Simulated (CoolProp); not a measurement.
Isopentane along the isotherm 226.85 °C: fugacity coefficient from the reference equation and from simpler models built on Tc = 187.2 °C, pc = 33.78 bar, ω = 0.227; each cubic takes its own stable root.

Values from CoolProp's reference Helmholtz-energy equation of state, Lemmon 2006. It is a short technical equation, of lower accuracy than the large ones.

```
p (bar)  phase  reference
-------  -----  ---------
1.3        gas     0.9900
2.6        gas     0.9800
3.9        gas     0.9701
5.2        gas     0.9602
6.5        gas     0.9503
7.8        gas     0.9405
9.1        gas     0.9307
10.4       gas     0.9210
11.7       gas     0.9113
13         gas     0.9016
14.3       gas     0.8920
15.6       gas     0.8824
16.9       gas     0.8729
```

**Question.** How far does each simpler model (Redlich-Kwong, Peng-Robinson) lie from the reference over these 13 states: mean and median of the absolute difference, and the worst?

**Answer.** 
- Redlich-Kwong: mean 0.2 %, median 0.2 %, worst -0.3 % at 226.85 °C and 16.9 bar
- Peng-Robinson: mean 0.8 %, median 0.8 %, worst -1.5 % at 226.85 °C and 16.9 bar
